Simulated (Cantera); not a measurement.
# Gas activation for diamond growth

An isothermal, constant-pressure homogeneous reactor starts with 3.85 % CH4, 96.2 % H2, at 2550 K and 20.0 Torr.

Model: GRI-Mech 3.0 (53 species, 325 reactions), integrated in Cantera. GRI-Mech 3.0 stops at C3 and has no aromatics, soot or wall deposition, so with more carbon than oxygen in the feed, carbon stays in small species such as C2H2 where larger ones or solid carbon would form. Radical loss at walls, strong at low pressure, is not modelled.

| t (s) | x CH4 | x H2 | x CH2 | x C2H | x C2H6 |
|---|---|---|---|---|---|
| 2.00e-6 | 0.0383 | 0.961 | 1.38e-8 | <1e-12 | 1.04e-10 |
| 7.29e-6 | 0.0380 | 0.961 | 2.20e-7 | <1e-12 | 7.59e-9 |
| 2.65e-5 | 0.0369 | 0.960 | 3.64e-6 | 4.13e-11 | 2.10e-7 |
| 9.67e-5 | 0.0332 | 0.954 | 4.45e-5 | 3.13e-8 | 1.96e-6 |
| 0.000352 | 0.0215 | 0.943 | 0.000215 | 5.72e-6 | 3.69e-6 |
| 0.00128 | 0.00459 | 0.941 | 0.000158 | 4.37e-5 | 2.76e-7 |
| 0.00468 | 0.000439 | 0.932 | 3.56e-5 | 7.46e-5 | 3.33e-9 |
| 0.0170 | 4.49e-5 | 0.912 | 7.68e-6 | 0.000108 | 4.52e-11 |
| 0.0620 | 8.35e-6 | 0.870 | 4.10e-6 | 0.000178 | 2.23e-12 |
| 0.226 | 3.35e-6 | 0.818 | 3.96e-6 | 0.000268 | <1e-12 |
| 0.823 | 2.97e-6 | 0.810 | 3.95e-6 | 0.000282 | <1e-12 |
| 3.00 | 2.97e-6 | 0.810 | 3.95e-6 | 0.000282 | <1e-12 |
x: mole fraction; the columns are a selection and need not sum to one.

Equilibrium at this temperature and pressure: CH4 3.00e-6, H2 0.810, CH2 3.99e-6, C2H 0.000282, C2H6 <1e-12 (gas phase only).
